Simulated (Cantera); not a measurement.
An isothermal, constant-pressure homogeneous reactor starts with CO : O₂ : H₂O : N₂ = 0.0052 : 0.0023 : 0.0012 : 1 (molar parts), at 1375 K and 140000 Pa.

Detailed kinetics in Cantera: GRI-Mech 3.0 (53 species, 325 reactions).

One state of this run: x CO = 0.000543; x O₂ = 5.27e-6; x H₂O = 0.00112; x HO₂ = 1.87e-9; x N₂O = 1.80e-8; x OH = 3.25e-6. x: mole fraction; the columns are a selection and need not sum to one.

Question: Which value of t (s) does it belong to?
(A) 0.196
(B) 5.00
(C) 0.00260
(D) 0.0665

Answer: A, 0.196
